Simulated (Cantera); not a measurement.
What does this Cantera script print?

```python
import numpy as np
import cantera as ct

gas_names = """
    CS2
""".split()
cond_names = """
    NiS(b) NiS(a) NiS(L) C(gr) NiS2(s) NiS2(L)
""".split()


def load(file, names, dense=False):
    # The tables refer to 1 bar. Condensed volumes are neglected.
    table = {s.name: s for s in ct.Species.list_from_file(file)}
    out = []
    for n in names:
        d = dict(table[n].input_data)
        d["thermo"] = dict(d["thermo"], **{"reference-pressure": 1e5})
        if dense:
            d["equation-of-state"] = {"model": "constant-volume", "density": "1e6 g/cm^3"}
        out.append(ct.Species.from_dict(d))
    return out


species = {s.name: s for s in load("nasa_gas.yaml", gas_names) + load("nasa_condensed.yaml", cond_names)}
# Each term lists the table entries of one substance; the one whose range holds T is used.
reactions = {
    '2 NiS + CS2(g) = C + 2 NiS2':
        [(-2, ['NiS(b)', 'NiS(a)', 'NiS(L)']), (-1, ['CS2']), (1, ['C(gr)']), (2, ['NiS2(s)', 'NiS2(L)'])],
}


def pick(names, T):
    return next(species[n] for n in names if species[n].thermo.min_temp <= T <= species[n].thermo.max_temp)


results = []
for label, terms in reactions.items():
    print(label)
    print("     T/K   dH/kJ  dS/(J/K)   dG/kJ   log10 K")
    for T in [300, 2548, 2598, 2648, 2698, 2748, 2798, 2848, 2898, 2948]:
        used = [(nu, pick(names, T)) for nu, names in terms]
        dH = sum(nu * s.thermo.h(T) for nu, s in used) / 1e6
        dS = sum(nu * s.thermo.s(T) for nu, s in used) / 1e3
        dG = dH - T * dS / 1e3
        logK = -dG * 1e6 / (ct.gas_constant * T * np.log(10))
        results.append((label, T, dH, dS, dG, logK, [s.name for _, s in used]))
        print(f"{T:8g} {dH:8.1f} {dS:8.1f} {dG:8.1f} {logK:8.2f}")
```

It prints:

```
2 NiS + CS2(g) = C + 2 NiS2
     T/K   dH/kJ  dS/(J/K)   dG/kJ   log10 K
     300   -204.0   -194.2   -145.7    25.36
    2548   -150.7   -155.7    246.0    -5.04
    2598   -151.1   -155.8    253.8    -5.10
    2648   -151.6   -156.0    261.6    -5.16
    2698   -152.0   -156.2    269.4    -5.21
    2748   -152.5   -156.4    277.2    -5.27
    2798   -152.9   -156.5    285.0    -5.32
    2848   -153.4   -156.7    292.8    -5.37
    2898   -153.8   -156.8    300.7    -5.42
    2948   -154.3   -157.0    308.5    -5.47
```

Cantera with NASA thermochemical tables; ideal gases at 1 bar, condensed phases pure. Condensed species are held in their standard states even where they would react or evaporate.
